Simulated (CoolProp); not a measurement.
Vapour-liquid equilibrium of n-heptane (1) + ethylbenzene (2) at 48.35 °C; x and y are mole fractions of (1).

The numbers come from the multi-fluid Helmholtz-energy mixture model, Span 2003 and Zhou 2012; pair parameters Bell 2016 in CoolProp.

Task: Give the bubble pressure and the first vapour's composition at x = 0.05, 0.5, 0.65. Is there an azeotrope?

Result: x = 0.05: 0.005394 MPa, y = 0.234; x = 0.5: 0.01209 MPa, y = 0.799; x = 0.65: 0.01378 MPa, y = 0.868. No azeotrope shows between x = 0.05 and 0.95.

The pair parameters rest on a limited set of measurements; away from them the model extrapolates.
